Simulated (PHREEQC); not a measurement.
PHREEQC input (ion-association model, wateq4f.dat):

```
SOLUTION_MASTER_SPECIES
  Amm  AmmH+  0  AmmH  17.031  # ammonia with no redox link, constants of NH4+
SOLUTION_SPECIES
  AmmH+ = AmmH+
    -log_k 0
  AmmH+ = Amm + H+
    -log_k -9.252
    -delta_h 12.48 kcal
    -analytic 0.6322 -0.001225 -2835.76
    -gamma 2.5 0.0
  AmmH+ + SO4-2 = AmmHSO4-
    -log_k 1.11
    -gamma 5.0 0.0
PHASES
  Amm(g)
    Amm = Amm
    -log_k 1.770
    -delta_h -8.170 kcal
EXCHANGE_SPECIES
  AmmH+ + X- = AmmHX
    -log_k 0.6
SOLUTION 1
  temp 89
  units mol/kgw
  pH 7 charge
  C(4) 0.015
  Na 0.015
SOLUTION 2
  temp 89
  units mol/kgw
  pH 7 charge
  F 0.004
  Amm 3.8e-05
END
SELECTED_OUTPUT 1
  -reset false
  -pH true
  -pe true
  -ionic_strength true
  -water true
  -totals Amm C F Na C(-4) C(4)
  -molalities H+ CO3-2 F- Na+ CO2 HCO3- NaCO3- NaHCO3 O2 OH-
    HF HF2- H2F2 NaF AmmH+ Amm
  -equilibrium_phases Nahcolite Natron
PRINT
  -reset false
MIX 1
  1 1
  2 0
EQUILIBRIUM_PHASES 1
  Nahcolite 0 0
  Natron 0 0
  O2(g) -0.68 10
END
# ... the last block is repeated for the other 10 points of share of solution B
```

Selected output (columns that matter, 11 of 11 rows; share of solution B added in front):

```
share of solution B	pH	mu	Amm	C	F	Na	m_H+	m_F-	m_Na+	m_CO2	m_HCO3-	m_OH-	m_HF
0	7.8627	0.014768	0	0.015	0	0.015	1.5452e-08	0	0.014654	0.00040012	0.014141	2.9971e-05	0
0.1	7.6399	0.013361	3.8e-06	0.0135	0.0004	0.0135	2.5701e-08	0.00039764	0.013299	0.00060085	0.012641	1.7834e-05	4.2653e-08
0.2	7.4089	0.011916	7.5999e-06	0.012	0.00079999	0.012	4.3538e-08	0.00079564	0.011881	0.00089251	0.010963	1.0407e-05	1.463e-07
0.3	7.1927	0.01045	1.14e-05	0.0105	0.0012	0.0105	7.1254e-08	0.001194	0.010426	0.0012379	0.0091787	6.2794e-06	3.6402e-07
0.4	6.9853	0.0089726	1.52e-05	0.0089998	0.0016	0.0089998	1.1418e-07	0.0015926	0.0089525	0.0016085	0.0073433	3.8642e-06	7.8934e-07
0.5	6.7694	0.0074902	1.8999e-05	0.0074998	0.0019999	0.0074998	1.8645e-07	0.0019913	0.0074698	0.0019909	0.0054826	2.3297e-06	1.6376e-06
0.6	6.5147	0.0060044	2.2799e-05	0.0059998	0.0023999	0.0059998	3.3256e-07	0.0023895	0.0059816	0.0023783	0.003609	1.283e-06	3.5695e-06
0.7	6.1353	0.0045167	2.6599e-05	0.0044998	0.0027999	0.0044998	7.8926e-07	0.0027835	0.0044898	0.002764	0.0017317	5.2942e-07	1.0081e-05
0.8	4.8023	0.0030424	3.0398e-05	0.0029998	0.0031998	0.0029998	1.6798e-05	0.0029558	0.0029953	0.002916	8.373e-05	2.4248e-08	0.00023382
0.9	3.6828	0.001751	3.4199e-05	0.0015	0.0035999	0.0015	0.00021818	0.0017345	0.0014986	0.0014967	3.2146e-06	1.8126e-09	0.0018362
1	3.1223	0.00081973	3.8e-05	0	0.004	0	0.00078173	0.00080909	0	0	0	4.9054e-10	0.0031656
```

Constants without temperature data keep their 25 °C values here.
